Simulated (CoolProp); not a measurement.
The fluoroketone C6F12O (FK-5-1-12) along the isobar 91.2 bar: fugacity coefficient from the reference equation and from simpler models built on Tc = 441.8 K, pc = 18.69 bar, ω = 0.471; each cubic takes its own stable root.

Values from CoolProp's reference Helmholtz-energy equation of state, McLinden 2015.

| T (K) | phase | reference | van der Waals | Redlich-Kwong | Soave-Redlich-Kwong | Peng-Robinson |
|---|---|---|---|---|---|---|
| 378.9 | liquid | 0.08803 | 0.2092 | 0.1303 | 0.09508 | [?] |
| 387.3 | liquid | 0.1036 | 0.2231 | 0.1457 | 0.1121 | 0.1015 |
| 395.6 | liquid | 0.1204 | 0.2370 | [?] | 0.1306 | 0.1182 |
| 403.9 | liquid | 0.1386 | 0.2510 | 0.1781 | 0.1506 | 0.1363 |
| 412.3 | liquid | 0.1583 | 0.2654 | [?] | [?] | 0.1560 |
| 420.6 | liquid | 0.1791 | 0.2797 | 0.2129 | 0.1954 | 0.1768 |
| 428.9 | liquid | 0.2011 | 0.2940 | 0.2309 | [?] | 0.1987 |
| 437.3 | liquid | 0.2243 | 0.3087 | 0.2495 | 0.2454 | 0.2221 |
| 445.6 | supercritical | 0.2482 | 0.3232 | 0.2682 | 0.2718 | 0.2461 |
| 453.9 | supercritical | 0.2728 | 0.3377 | 0.2871 | 0.2992 | 0.2709 |
| 462.3 | supercritical | 0.2984 | [?] | 0.3064 | 0.3275 | 0.2967 |
| 470.6 | supercritical | 0.3242 | 0.3668 | 0.3255 | 0.3560 | 0.3227 |
| 478.9 | supercritical | 0.3503 | 0.3813 | 0.3447 | 0.3849 | 0.3491 |
| 487.3 | supercritical | 0.3769 | 0.3958 | 0.3641 | 0.4143 | [?] |
| 495.6 | supercritical | 0.4033 | 0.4101 | 0.3832 | 0.4434 | 0.4026 |

Complete the blanks.


- 378.9, Peng-Robinson: 0.08613
- 395.6, Redlich-Kwong: 0.1615
- 412.3, Redlich-Kwong: 0.1953
- 412.3, Soave-Redlich-Kwong: 0.1724
- 428.9, Soave-Redlich-Kwong: 0.2197
- 462.3, van der Waals: 0.3524
- 487.3, Peng-Robinson: 0.3760
